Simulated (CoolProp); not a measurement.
R1336mzz(Z) along the isobar 1.76 MPa: density (kg/m³) from the reference equation and from simpler models built on Tc = 444.5 K, pc = 2.904 MPa, ω = 0.386; each cubic takes its own stable root.

Model: reference Helmholtz-energy equation of state, McLinden 2020, in CoolProp.

```
T (K)  phase  reference
-----  -----  ---------
435.9    gas      112.1
440.2    gas      108.7
444.5    gas      105.6
448.7    gas      102.9
453      gas      100.4
457.3    gas      98.08
461.5    gas      95.98
465.8    gas      93.98
470.1    gas      92.10
474.3    gas      90.39
478.6    gas      88.73
482.9    gas      87.16
487.2    gas      85.68
491.4    gas      84.30
```

How far does each simpler model (ideal gas, van der Waals, Redlich-Kwong, Peng-Robinson) lie from the reference over these 14 states: mean and median of the absolute difference, and the worst?


- ideal gas: mean 21.7 %, median 21.1 %, worst -28.9 % at 435.9 K and 1.76 MPa
- van der Waals: mean 2.8 %, median 2.4 %, worst -7.0 % at 435.9 K and 1.76 MPa
- Redlich-Kwong: mean 1.0 %, median 0.7 %, worst -3.0 % at 435.9 K and 1.76 MPa
- Peng-Robinson: mean 1.1 %, median 1.2 %, worst +1.2 % at 470.1 K and 1.76 MPa
